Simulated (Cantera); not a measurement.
Premixed flame

A freely propagating, adiabatic, planar premixed flame of 37.1 % H₂, 13.2 % O₂, 49.7 % N₂, unburnt at 425 K and 3750 Torr; mixture-averaged transport, grid criteria slope 0.08 and curve 0.16, no radiation.

Cantera simulation using the H2/O2 subset of GRI-Mech 3.0, which has no nitrogen chemistry; the numbers are that mechanism's predictions, not measurements. The hydrogen kinetics of GRI-Mech 3.0 are dated; newer H2 mechanisms differ, most at raised pressure. Burning velocities carry a grid error of a few per cent, more on coarse grids.

```csv
z (mm),T (K),u (m/s),x H₂,x O₂,x HO₂,x H₂O,x H,x H₂O₂
-0.146,425,5.03,0.371,0.132,<1e-8,<1e-8,<1e-8,<1e-8
-0.0970,425,5.03,0.371,0.132,<1e-8,1.67e-8,<1e-8,<1e-8
-0.0728,425,5.03,0.371,0.132,2.14e-8,1.93e-7,<1e-8,<1e-8
-0.0485,426,5.03,0.370,0.133,8.70e-7,6.04e-6,<1e-8,5.16e-8
-0.0243,471,5.47,0.356,0.135,0.000308,0.00146,8.23e-6,1.90e-5
-0.0121,786,8.77,0.313,0.128,0.000978,0.0277,0.00238,0.000120
0,1263,13.7,0.239,0.0970,0.000405,0.101,0.0175,4.31e-5
0.0121,1605,17.2,0.166,0.0510,0.000181,0.189,0.0367,5.51e-6
0.0243,1794,19.1,0.127,0.0222,7.32e-5,0.241,0.0454,2.85e-6
0.0485,1966,20.7,0.109,0.00613,1.90e-5,0.272,0.0426,1.52e-6
0.0970,2111,22.1,0.109,0.00248,7.55e-6,0.283,0.0314,8.14e-7
0.194,2227,23.1,0.112,0.00121,3.59e-6,0.291,0.0207,4.59e-7
0.388,2310,23.8,0.113,0.000513,1.46e-6,0.297,0.0128,2.52e-7
```
x: mole fraction of selected species; z is measured from the peak of heat release.

```yaml
laminar_burning_velocity: 503 cm/s
thermal_thickness: 0.0485 mm
peak x(HO₂): 0.00114
peak x(H): 0.0460
peak x(H₂O₂): 0.000121
grid_points: 109
```
